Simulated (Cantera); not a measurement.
Charge: 1 mol V₂O₅, 0.71 mol H₂, 1.3 mol H₂O, held at 750 Torr.

Equilibrium computed with Cantera from the NASA thermochemical tables; the gas is ideal and each condensed phase is pure. Candidate condensed phases: H₂O, V, VO, V₂O₃, V₂O₄, V₂O₅; 12 gas species. Mutual solubility and eutectic melting of coexisting phases are not modelled. Condensed phases not in the tables: the oxides between V₂O₃ and V₂O₅ other than VO₂. Gases not in the tables: V₄O₁₀. The numbers say what is thermodynamically allowed, not how fast it happens.

x: gas mole fraction; n: condensed amount in mol.

```tsv
T (K)	x H₂O	x O₂	x OH	x H₂	x VO₂	x O	x H	n V₂O₄(s)	n V₂O₅(l)	n V₂O₄(l)
975	1.000	0.000134	3.50e-8	3.51e-9	<1e-12	<1e-12	<1e-12	0.711	0.289	0
1075	0.999	(withheld)	(withheld)	(withheld)	<1e-12	(withheld)	(withheld)	0.712	0.288	0
1175	0.998	0.00199	2.08e-6	1.67e-7	4.13e-12	6.51e-10	5.02e-11	0.718	0.282	0
1275	0.995	0.00544	9.88e-6	7.45e-7	1.60e-10	8.23e-9	6.36e-10	0.732	0.268	0
1375	0.987	0.0128	3.72e-5	2.67e-6	3.57e-9	7.19e-8	5.60e-9	0.762	0.238	0
1475	0.973	0.0265	0.000117	8.05e-6	5.14e-8	4.67e-7	3.68e-8	0.820	0.180	0
1575	0.949	0.0502	0.000314	2.09e-5	5.21e-7	2.40e-6	1.90e-7	0.923	0.0773	0
1675	0.932	0.0671	0.000703	5.55e-5	3.94e-6	8.85e-6	8.65e-7	1.000	0	0
1775	0.931	0.0670	(withheld)	(withheld)	(withheld)	(withheld)	(withheld)	1.000	0	0
1875	0.930	0.0668	0.00244	0.000379	0.000102	6.22e-5	1.28e-5	0	0	1.000
1975	0.928	0.0665	0.00413	0.000858	0.000347	0.000142	4.01e-5	0	0	1.000
```

### Question
Some entries are withheld; supply them.

### Answer

- 1075, x O₂: 0.000592
- 1075, x OH: 3.27e-7
- 1075, x H₂: 2.88e-8
- 1075, x O: 3.19e-11
- 1075, x H: 2.49e-12
- 1775, x OH: 0.00136
- 1775, x H₂: 0.000153
- 1775, x VO₂: 2.35e-5
- 1775, x O: 2.48e-5
- 1775, x H: 3.58e-6
